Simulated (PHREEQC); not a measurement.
A column of 0.2 m (40 cells, dispersivity 0.01 m, 720 s a shift, diffusion coefficient 3e-10 m²/s) holds 0.0025 eq of the database's cation exchanger X per kg of pore water, first in equilibrium with 2.4 mmol/kgw BaCl2 and 0.01 mmol/kgw HCl. It is flushed with 0.0019 mol/kgw MgCl2 and 1e-05 mol/kgw HCl, at 25 °C. Values are for the last cell. The system is closed to CO2. Precipitation was switched off in this run.

All values are PHREEQC results (ion-association model, phreeqc.dat), not measurements.

### Question
Predict Mg in solution (mol/kgw) at pore volumes = 0, 3.513.

### Answer
| pore volumes | Mg in solution (mol/kgw) |
|---|---|
| 0 | 0 |
| 3.513 | 0.00184 |

Complexes and solids missing from the database can't appear.
